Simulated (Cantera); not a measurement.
A freely propagating, adiabatic, planar premixed flame of 6.36 % CH4, 16.7 % O2, 76.9 % N2, equivalence ratio 0.76, unburnt at 598 K and 0.240 bar; mixture-averaged transport, grid criteria slope 0.08 and curve 0.16, no radiation.

Computed with Cantera and GRI-Mech 3.0 (53 species, 325 reactions). Burning velocities carry a grid error of a few per cent, more on coarse grids.

x: mole fraction of selected species; z is measured from the peak of heat release.

| z (mm) | T (K) | u (m/s) | x CH4 | x O2 | x HCN | x H2O2 | x H | x NO |
|---|---|---|---|---|---|---|---|---|
| -4.64 | 598 | 1.07 | 0.0635 | 0.167 | <1e-8 | <1e-8 | <1e-8 | <1e-8 |
| -3.10 | 599 | 1.08 | 0.0634 | 0.167 | <1e-8 | 6.34e-8 | <1e-8 | <1e-8 |
| -2.32 | 603 | 1.08 | 0.0630 | 0.166 | <1e-8 | 3.46e-7 | 1.43e-7 | <1e-8 |
| -1.55 | 637 | 1.15 | 0.0609 | 0.164 | <1e-8 | 1.68e-6 | 5.66e-6 | 2.26e-8 |
| -0.774 | 883 | 1.61 | 0.0461 | 0.145 | 7.18e-8 | 3.37e-6 | 0.000201 | 2.53e-7 |
| -0.387 | 1183 | 2.17 | 0.0269 | 0.117 | 2.15e-7 | 3.45e-6 | 0.000877 | 6.63e-7 |
| 0 | 1490 | 2.75 | 0.00737 | 0.0820 | 4.62e-7 | 9.13e-7 | 0.00283 | 1.47e-6 |
| 0.387 | 1618 | 2.98 | ? | ? | ? | ? | ? | ? |
| 0.774 | 1652 | 3.04 | 3.87e-5 | 0.0530 | 1.59e-7 | 2.19e-7 | 0.00653 | 3.25e-6 |
| 1.55 | 1689 | 3.09 | ? | 0.0484 | ? | ? | 0.00700 | ? |
| 3.10 | 1737 | 3.17 | <1e-8 | 0.0458 | <1e-8 | 1.52e-7 | 0.00600 | 5.98e-6 |
| 6.19 | 1797 | 3.26 | <1e-8 | 0.0441 | <1e-8 | 1.07e-7 | 0.00402 | 8.44e-6 |
| 12.4 | 1859 | 3.36 | <1e-8 | 0.0426 | <1e-8 | 7.13e-8 | 0.00214 | 1.19e-5 |

Question: What belongs in the gaps?

Answer: 
- 0.387, x CH4: 0.000716
- 0.387, x O2: 0.0608
- 0.387, x HCN: 3.88e-7
- 0.387, x H2O2: 2.45e-7
- 0.387, x H: 0.00521
- 0.387, x NO: 2.48e-6
- 1.55, x CH4: 1.02e-7
- 1.55, x HCN: 1.82e-8
- 1.55, x H2O2: 1.94e-7
- 1.55, x NO: 4.33e-6
